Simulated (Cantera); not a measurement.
Mixture: CH4 : O2 : N2 = 1 : 1.11 : 4.18 (molar parts), equivalence ratio 1.8, at 1.00 bar, adiabatic and at constant volume. Ignition delay is the time to a rise of 400 K.

Detailed kinetics in Cantera: GRI-Mech 3.0 (53 species, 325 reactions).

Task: What does this change do: constant pressure in place of constant volume?

Result: 
```csv
quantity,before,after
delay at 1150 K,0.125 s,0.133 s
delay at 1300 K,15.1 ms,16.3 ms
delay at 1450 K,2.43 ms,2.62 ms
delay at 1600 K,0.525 ms,0.566 ms
delay at 1750 K,0.157 ms,0.169 ms
apparent activation energy between 1600 and 1750 K,190 kJ/mol,190 kJ/mol
```

Task: What does this change do: CH4 1 to 0.3 parts?

Result: 
```
quantity                                                before       after
--------------------------------------------------  ----------  ----------
delay at 1150 K                                        0.125 s     67.4 ms
delay at 1300 K                                        15.1 ms     8.29 ms
delay at 1450 K                                        2.43 ms     1.49 ms
delay at 1600 K                                       0.525 ms    0.393 ms
delay at 1750 K                                       0.157 ms    0.140 ms
apparent activation energy between 1600 and 1750 K  190 kJ/mol  160 kJ/mol
```

Task: What does this change do: pressure from 1.00 bar to 0.750 bar?

Result: 
| quantity | before | after |
|---|---|---|
| delay at 1150 K | 0.125 s | 0.161 s |
| delay at 1300 K | 15.1 ms | 19.0 ms |
| delay at 1450 K | 2.43 ms | 3.00 ms |
| delay at 1600 K | 0.525 ms | 0.658 ms |
| delay at 1750 K | 0.157 ms | 0.201 ms |
| apparent activation energy between 1600 and 1750 K | 190 kJ/mol | 180 kJ/mol |
